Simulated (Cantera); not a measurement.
# Thermodynamics of abatement and gas-phase synthesis, feed S + H2O + H2

A closed system holds: 1 mol S, 0.034 mol H2O, 0.041 mol H2, equilibrated at 10.0 Torr.

Equilibrium computed with Cantera from the NASA thermochemical tables; the gas is ideal and each condensed phase is pure. Candidate condensed phases: H2O, H2SO4, S; 19 gas species. Rates play no part.

```
T (K)    x S    x S2     x H     x H2    x SO     x SH       x O
-----  -----  ------  ------  -------  ------  -------  --------
2275   0.112   0.699  0.0214   0.0847  0.0391   0.0297   4.19e-5
2350   0.157   0.652  0.0302   0.0782  0.0411   0.0312   7.75e-5
2425   0.212   0.596  0.0410   0.0700  0.0419   0.0317  0.000136
2500   0.277   0.531  0.0535   0.0604  0.0418   0.0310  0.000230
2575   0.349   0.459  0.0671   0.0501  0.0407   0.0291  0.000376
2650   0.427   0.384  0.0808   0.0396  0.0390   0.0261  0.000598
2725   0.504   0.311  0.0935   0.0299  0.0369   0.0223  0.000933
2800   0.576   0.242   0.104   0.0216  0.0346   0.0183   0.00144
2875   0.640   0.183   0.112   0.0150  0.0321   0.0144   0.00219
2950   0.692   0.134   0.118   0.0102  0.0296   0.0110   0.00329
3025   0.734  0.0970   0.122  0.00683  0.0269  0.00820   0.00485
3100   0.764  0.0691   0.124  0.00455  0.0239  0.00606   0.00694
```
x: gas mole fraction; nothing condenses.

From 2275 K to 3100 K nothing is condensed.
